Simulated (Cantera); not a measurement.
Input: 1 mol B2H6, 0.39 mol H2O, equilibrated at 3.80 mbar.

These are equilibrium values from Cantera (NASA tables, ideal gas, pure condensed phases), not measurements of a reactor. Candidate condensed phases: B, B2O3, B3O3H3, H2O; 23 gas species. The feed counts by its element totals alone. The tables' values for BH2 are old estimates; treat these amounts as uncertain. Kinetics and transport are ignored. All values below are at 1775 K.

Base state: H2 0.907, HBO 0.0641, B2O2 0.0181, BO 0.00579, H 0.00447, B2O3 0.000552, HBO2 0.000257, BH2 9.85e-5 (mole fractions); condensed: B(s).

**Question.** What changes in the equilibrium state with this change: pressure from 3.80 mbar to 18.0 mbar?

**Answer.** 
```
species      before     after
---------  --------  --------
H2            0.907     0.910
HBO          0.0641    0.0646
B2O2         0.0181    0.0183
BO          0.00579   0.00268
H           0.00447   0.00206
B2O3       0.000552   0.00122
HBO2       0.000257  0.000565
H2O         8.35e-6   1.84e-5
B2O         4.44e-5   2.05e-5
B(s), mol      1.61      1.62
```

**Question.** What changes in the equilibrium state with this change: H2O from 0.39 to 1 mol?

**Answer.** 
```tsv
species	before	after
H2	0.907	0.830
HBO	0.0641	0.102
B2O2	0.0181	0.0501
B2O3	0.000552	0.00255
HBO2	0.000257	0.000680
BO	0.00579	0.00964
B(s), mol	1.61	1.01
```
